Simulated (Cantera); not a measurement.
**Reactions in the system C-O-Ta**

Standard-state values (1 bar) from the NASA 1993 polynomials, evaluated with Cantera. Values are per mole of reaction as written; species without (g) are pure solids or liquids, kept so even where they would boil at 1 bar. TaC: taken at fixed stoichiometry.

CO₂(g) + TaO₂(g) → TaC + 4 O(g)

```csv
T (K),ΔH° (kJ),ΔS° (J/K),ΔG° (kJ),log10 K
1125,1472.0,235.7,1206.8,-56.03
1200,1473.8,237.3,1189.1,-51.76
1275,1475.6,238.7,1171.2,-47.98
1350,1477.4,240.1,1153.3,-44.62
1425,1479.1,241.3,1135.2,-41.61
```

Ta + 2 O(g) → TaO₂(g)

```csv
T (K),ΔH° (kJ),ΔS° (J/K),ΔG° (kJ),log10 K
1125,-713.0,-107.1,-592.5,27.51
1200,-714.1,-108.0,-584.4,25.44
1275,-715.1,-108.9,-576.3,23.61
1350,-716.2,-109.7,-568.1,21.98
1425,-717.2,-110.4,-559.9,20.52
```
